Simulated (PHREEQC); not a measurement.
Solution (25 °C): 0.0068 mol/kgw CaSO4 and 6.4e-05 mol/kgw NaF. Closed to the air; pH follows from the charge balance.

The numbers come from PHREEQC with the ion-association model, phreeqc.dat.

Each row changes one thing in this solution. This is a speciation only: nothing precipitates in the calculation.

| case | pH | ionic strength (mol/kgw) | SO4-2 (mol/kgw) | HSO4- (mol/kgw) | HF (mol/kgw) |
|---|---|---|---|---|---|
| as made | 7.05 | 0.0208 | 0.00519 | 2.98e-8 | 7.34e-9 |
| temperature from 25 to 70 °C | 6.54 | 0.0200 | 0.00497 | 2.75e-7 | 5.59e-8 |
| diluted 100-fold with water | 7.00 | 0.000270 | 6.73e-5 | 6.21e-10 | 9.45e-11 |
| CaSO4 from 0.0068 to 0.00612 mol/kgw | 7.05 | 0.0190 | 0.00473 | 2.77e-8 | 7.42e-9 |
| 0.00023 mol/kgw HF added | 3.89 | 0.0210 | 0.00516 | 4.26e-5 | 4.16e-5 |
| CaSO4 replaced by K2SO4 at the same molality | 7.07 | 0.0198 | 0.00645 | 3.56e-8 | 7.02e-9 |
| NaF replaced by NH4BF4 at the same molality | 3.96 | 0.0210 | 0.00517 | 3.63e-5 | 3.16e-5 |
| NaF from 6.4e-05 to 7.04e-05 mol/kgw | 7.05 | 0.0209 | 0.00519 | 2.97e-8 | 8.05e-9 |

Some of these states are supersaturated (in Fluorite, for instance). Constants without temperature data keep their 25 °C values here. Real BF4- forms and hydrolyses slowly; the run takes it at equilibrium.
